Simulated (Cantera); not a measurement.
Predominance diagram of Li at 800 K against the partial pressures of O2 and Cl2 (log10, bar). Standard-state values (1 bar) from the NASA 1993 polynomials, evaluated with Cantera. Candidates: Li(l), LiCl(s), Li2O(s). Only these pure phases compete in this equilibrium. Not in the tables: the peroxide.

Which phase is stable at these pairs, and which metal-bearing vapour leads over it? (-10, -18.4); (-8, -26.2); (-4, -26.2); (-24, -14.6); (-2, -10.7); (-22, -6.8); (-16, 1)


| log p(O2) | log p(Cl2) | phase | chief vapour | log p (bar) |
|---|---|---|---|---|
| -10 | -18.4 | Li2O(s) | LiCl | -6.6 |
| -8 | -26.2 | Li2O(s) | LiCl | -11.0 |
| -4 | -26.2 | Li2O(s) | LiCl | -12.0 |
| -24 | -14.6 | LiCl(s) | Li2Cl2 | -5.8 |
| -2 | -10.7 | LiCl(s) | Li2Cl2 | -5.8 |
| -22 | -6.8 | LiCl(s) | Li2Cl2 | -5.8 |
| -16 | 1 | LiCl(s) | Li2Cl2 | -5.8 |
